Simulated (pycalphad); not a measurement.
Source of the numbers: pycalphad with the COST 507 light-alloy database (1999); pressure 1 atm. These are 1990s assessments: newer ones move some temperatures and phases. Diffusion is slow at the low end, where real alloys seldom reach equilibrium.

Molar enthalpy of Ti-2.34Hf-2.16B (at.%) in equilibrium (SER reference):

```json
[
 {"T (K)": "2850", "H (kJ/mol)": "109.53", "phases": "LIQUID"},
 {"T (K)": "2730", "H (kJ/mol)": "104.02", "phases": "LIQUID"},
 {"T (K)": "2610", "H (kJ/mol)": "98.51", "phases": "LIQUID"},
 {"T (K)": "2490", "H (kJ/mol)": "93.00", "phases": "LIQUID"},
 {"T (K)": "2370", "H (kJ/mol)": "87.49", "phases": "LIQUID"},
 {"T (K)": "2250", "H (kJ/mol)": "81.98", "phases": "LIQUID"},
 {"T (K)": "2130", "H (kJ/mol)": "76.47", "phases": "LIQUID"},
 {"T (K)": "2010", "H (kJ/mol)": "70.97", "phases": "LIQUID"},
 {"T (K)": "1970", "H (kJ/mol)": "69.13", "phases": "LIQUID"},
 {"T (K)": "1930", "H (kJ/mol)": "67.30", "phases": "LIQUID"},
 {"T (K)": "1890", "H (kJ/mol)": "65.02", "phases": "LIQUID + BCC_A2"},
 {"T (K)": "1810", "H (kJ/mol)": "47.28", "phases": "BCC_A2 + BM"},
 {"T (K)": "1770", "H (kJ/mol)": "45.86", "phases": "BCC_A2 + BM"},
 {"T (K)": "1650", "H (kJ/mol)": "41.74", "phases": "BCC_A2 + BM"},
 {"T (K)": "1530", "H (kJ/mol)": "37.79", "phases": "BCC_A2 + BM"},
 {"T (K)": "1410", "H (kJ/mol)": "33.99", "phases": "BCC_A2 + BM"},
 {"T (K)": "1290", "H (kJ/mol)": "30.32", "phases": "BCC_A2 + BM"},
 {"T (K)": "1170", "H (kJ/mol)": "26.75", "phases": "BCC_A2 + BM"},
 {"T (K)": "1050", "H (kJ/mol)": "18.89", "phases": "HCP_A3 + BM"},
 {"T (K)": "930", "H (kJ/mol)": "14.97", "phases": "HCP_A3 + BM"},
 {"T (K)": "810", "H (kJ/mol)": "11.19", "phases": "HCP_A3 + BM"},
 {"T (K)": "690", "H (kJ/mol)": "7.55", "phases": "HCP_A3 + BM"},
 {"T (K)": "570", "H (kJ/mol)": "4.04", "phases": "HCP_A3 + BM"}
]
```

Cooling from 1930 K to 1810 K, across the freezing range, releases 20.0 kJ/mol, or 399 J/g. The slope is 46 J/(mol K) in the liquid and 35 J/(mol K) just below the solidus, where it includes any heat of precipitation. Liquidus 1891 K, solidus 1814 K. Changes were sought between steps of 40 K, so a narrower field can be missed.

Database names, with the compositions (at.%) that they take in these runs: BM: Ti 50 B 50. BCC_A2 is bcc; HCP_A3 is hcp.
